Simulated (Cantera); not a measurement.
Gas mixture: 100 % CO, at 1000000 Pa, frozen composition.

Cantera's kinetic-theory transport with the Lennard-Jones parameters of GRI-Mech 3.0, ideal gas; thermal conductivity in the multicomponent form.

One state of this run: ρ (kg/m³) = 3.74; cp (J/kg/K) = 1164; μ (µPa s) = 38.1; λ (mW/m/K) = 61.9; Pr = 0.716; D (cm²/s) NO = 0.134; D (cm²/s) OH = 0.206; D (cm²/s) NH3 = 0.164. D: mixture-averaged diffusion coefficient of that species in the mixture.

Problem. Which value of T (K) does it belong to?
(A) 650
(B) 1400
(C) 900
(D) 400

Solution. C, 900
